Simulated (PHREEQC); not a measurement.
A solution holds 0.013 mol HF, 8.3e-05 mol NH4HF2 and 0.015 mol (NH4)2SiF6 per kg of water, at 20 °C. Closed to the air; pH follows from the charge balance.

Computed with PHREEQC (ion-association model, phreeqc.dat).

The ionic strength comes out as 0.0483 mol/kgw. What activity coefficients do H+, HF2-, NH4+, SiF6-2, F- get?

H+ 0.86, HF2- 0.82, NH4+ 0.81, SiF6-2 0.47, F- 0.81.

No solid was allowed to form. Species that the database lacks are ignored. SiF6-2 is the database's only silicon fluoride.
